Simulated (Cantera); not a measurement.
Input: 1 mol Ti(OiPr)4, 10 mol O2, a varied amount of H2, held at 1775 K and 25.0 mbar.

Cantera equilibrium calculation (NASA polynomials, part measured and part estimated; ideal gas, pure solids and liquids). Candidate condensed phases: C, C6H6, C7H8, C8H18, H2O, Ti, TiC, TiO, TiO2, Ti2O3, Ti3O5, Ti4O7; 113 gas species. The feed counts by its element totals alone. The numbers say what is thermodynamically allowed, not how fast it happens.

### Question
At 90 mol H2, list the 4 most abundant gas species with their mole fractions, and the condensed phases.

### Answer
H2 0.812, CO 0.101, H2O 0.0833, CO2 0.00278. Condensed: TiO2(rutile).
